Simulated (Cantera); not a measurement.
# Ignition delay

Mixture: CH4 : O2 : N2 = 1 : 1.82 : 6.84 (molar parts), at 5.00 bar, adiabatic and at constant pressure. Ignition delay is the time to a rise of 400 K.

Cantera simulation using GRI-Mech 3.0 (53 species, 325 reactions); the numbers are that mechanism's predictions, not measurements.

```csv
T0 (K),delay (ms)
1075,58.6
1150,20.4
1225,7.63
1300,3.06
1375,1.30
1450,0.582
1525,0.274
1600,0.136
1675,0.0719
1750,0.0403
```

* **apparent activation energy between 1600 and 1750 K**: 190 kJ/mol
